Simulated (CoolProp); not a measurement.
Isohexane along the isobar 0.533 MPa: fugacity coefficient from the reference equation and from simpler models built on Tc = 497.7 K, pc = 3.043 MPa, ω = 0.280; each cubic takes its own stable root.

Values from CoolProp's reference Helmholtz-energy equation of state, Lemmon 2006. It is a short technical equation, of lower accuracy than the large ones.

```csv
T (K),phase,reference,van der Waals,Redlich-Kwong,Soave-Redlich-Kwong,Peng-Robinson
480.6,gas,0.9323,0.9436,0.9347,0.9336,0.9271
488.3,gas,0.9359,0.9458,0.9376,0.9370,0.9306
496,gas,0.9393,0.9478,0.9404,0.9402,0.9340
503.7,gas,0.9424,0.9497,0.9429,0.9433,0.9371
511.4,gas,0.9454,0.9515,0.9454,0.9462,0.9401
519.2,gas,0.9481,0.9533,0.9478,0.9489,0.9429
526.9,gas,0.9507,0.9549,0.9499,0.9515,0.9456
534.6,gas,0.9532,0.9565,0.9520,0.9540,0.9481
542.3,gas,0.9554,0.9580,0.9540,0.9563,0.9505
550,gas,0.9576,0.9595,0.9559,0.9584,0.9527
```
